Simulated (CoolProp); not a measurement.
n-undecane along the isotherm 346.85 °C: fugacity coefficient from the reference equation and from simpler models built on Tc = 365.7 °C, pc = 1990 kPa, ω = 0.539; each cubic takes its own stable root.

Computed with CoolProp (reference Helmholtz-energy equation of state, Aleksandrov 2011). It is a short technical equation, of lower accuracy than the large ones.

```csv
p (kPa),phase,reference,van der Waals,Redlich-Kwong,Soave-Redlich-Kwong
62.9,gas,0.9863,0.9899,0.9883,0.9880
106,gas,0.9770,0.9830,0.9803,0.9797
179,gas,0.9613,…,0.9668,0.9659
303,gas,0.9348,0.9516,0.9440,…
511,gas,0.8909,…,0.9061,0.9034
862,gas,0.8181,0.8626,0.8428,0.8382
1450,gas,0.6959,…,0.7364,0.7279
2450,liquid,0.4535,0.5588,0.5138,0.4906
4140,liquid,0.3018,0.3995,0.3534,0.3359
6990,liquid,0.2154,0.3156,0.2625,0.2484
11800,liquid,0.1717,0.2926,0.2199,0.2073
19900,liquid,0.1631,0.3500,0.2226,0.2090
```

### Question
What belongs in the gaps?

### Answer

- 179, van der Waals: 0.9714
- 303, Soave-Redlich-Kwong: 0.9424
- 511, van der Waals: 0.9185
- 1450, van der Waals: 0.7667
